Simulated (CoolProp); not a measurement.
Vapour pressure (MPa) of CF4 (R14): the reference equation beside estimates from Tc = 227.4 K, pc = 3.762 MPa, ω = 0.178. Clausius-Clapeyron is anchored at 179 K with a constant enthalpy of vaporisation of 9.829 kJ/mol.

Values from CoolProp's reference Helmholtz-energy equation of state, Platzer 1990. This equation is an older, rougher fit; its heat capacities, sound speeds and derivatives of the liquid may be far off and weren't checked against measurements.

| T (K) | reference | Lee-Kesler | Clausius-Clapeyron | Soave-Redlich-Kwong | Peng-Robinson |
|---|---|---|---|---|---|
| 153.2 | 0.1732 | 0.1740 | 0.2212 | 0.1739 | ___ |
| 159.7 | 0.2549 | 0.2571 | 0.3027 | 0.2570 | 0.2562 |
| 166.1 | 0.3612 | 0.3651 | 0.4027 | 0.3653 | 0.3629 |
| 172.6 | 0.5002 | 0.5061 | 0.5264 | 0.5072 | 0.5025 |
| 179 | 0.6725 | 0.6806 | 0.6725 | 0.6836 | ___ |
| 185.4 | 0.8853 | 0.8953 | 0.8447 | 0.9017 | 0.8911 |
| 191.9 | 1.148 | 1.160 | 1.048 | 1.171 | 1.157 |
| 198.3 | 1.460 | 1.472 | 1.279 | ___ | 1.473 |

Complete the blanks.


- 153.2, Peng-Robinson: 0.1742
- 179, Peng-Robinson: 0.6762
- 198.3, Soave-Redlich-Kwong: 1.490

Absolute difference from the reference over all 8 rows, mean and median: Lee-Kesler 1.0 and 1.1 %, Clausius-Clapeyron 11.1 and 10.1 %, Soave-Redlich-Kwong 1.4 and 1.5 %, Peng-Robinson 0.6 and 0.6 %.
